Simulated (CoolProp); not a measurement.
Properties of CH2F2 (R32) along the isotherm 364.1 K.

The numbers come from the reference Helmholtz-energy equation of state, Tillner-Roth 1997 in CoolProp.

```tsv
p (MPa)	phase	isothermal compressibility (1/MPa)	Prandtl number
0.183	gas	5.525	0.794
0.325	gas	3.138	___
0.578	gas	1.793	0.803
1.03	gas	1.038	0.815
1.83	gas	___	0.847
3.25	gas	___	0.940
5.78	gas	0.3850	1.48
10.3	supercritical	___	1.92
18.3	supercritical	___	___
32.5	supercritical	0.005477	___
57.8	supercritical	0.002788	1.49
```

Problem. Some entries are withheld; supply them.

Solution. 
- 0.325, Prandtl number: 0.797
- 1.83, isothermal compressibility (1/MPa): 0.6214
- 3.25, isothermal compressibility (1/MPa): 0.4036
- 10.3, isothermal compressibility (1/MPa): 0.04718
- 18.3, isothermal compressibility (1/MPa): 0.01237
- 18.3, Prandtl number: 1.47
- 32.5, Prandtl number: 1.41

Viscosity comes from a separate model (Bell 2016), an estimate that may be off by 10 % or more. Thermal conductivity comes from a separate model (Huber 2003), an estimate that may be off by 10 % or more.
